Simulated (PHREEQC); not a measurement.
Synthetic water in mg/L, 25 °C, pH 6.25, pe 9.4: Na 1980; K 362; Ca 113; Mg 164; Cl 3560; S(6) as SO4 901; Alkalinity as HCO3 0.097; O(0) (dissolved oxygen) 8.32; Cd 2.98.

Cl is adjusted to close the charge balance.
Valence states are taken as typed.

Model: ion-association model, phreeqc.dat, run in PHREEQC.

```
Property                     Result
--------------------  -------------
ionic strength        0.126 mol/kgw
specific conductance    11400 µS/cm
density                 1.002 g/cm³
```

```
species  molality  activity   log γ
-------  --------  --------  ------
Cl-        0.0965    0.0723  -0.125
Na+        0.0857    0.0662  -0.112
K+        0.00918   0.00686  -0.127
SO4-2     0.00678   0.00234  -0.463
Mg+2      0.00564   0.00216  -0.416
Ca+2      0.00247  0.000905  -0.437
MgSO4     0.00115   0.00119   0.013
NaSO4-    0.00100  0.000775  -0.111
CaSO4    0.000365  0.000376   0.013
O2       0.000262  0.000270   0.013
KSO4-    0.000145  0.000113  -0.111
```

Precipitation was switched off in this run.
